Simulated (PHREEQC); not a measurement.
Consider water at 77 °C with 42 mmol/kgw H2SeO3. Closed to the air; pH follows from the charge balance.

Equilibrium calculation in PHREEQC: ion-association model, wateq4f.dat.

```json
[
 {"quantity": "pH", "before": "2.11", "after": "3.46"},
 {"quantity": "ionic strength (mol/kgw)", "before": "0.00854", "after": "0.000353"},
 {"quantity": "H2SeO3 (mol/kgw)", "before": "0.0335", "after": "6.69e-5"},
 {"quantity": "HSeO3- (mol/kgw)", "before": "0.00854", "after": "0.000353"},
 {"quantity": "SeO3-2 (mol/kgw)", "before": "4.79e-9", "after": "3.48e-9"}
]
```

Question: What was changed between the two runs?
(A) diluted 5-fold with water
(B) H2SeO3 replaced by Na2SeO3 at the same molality
(C) diluted 100-fold with water
(D) 0.025 mol/kgw TMAH added
(E) H2SeO3 from 0.042 to 0.084 mol/kgw

Answer: C, diluted 100-fold with water

No solid was allowed to form. Constants without temperature data keep their 25 °C values here.
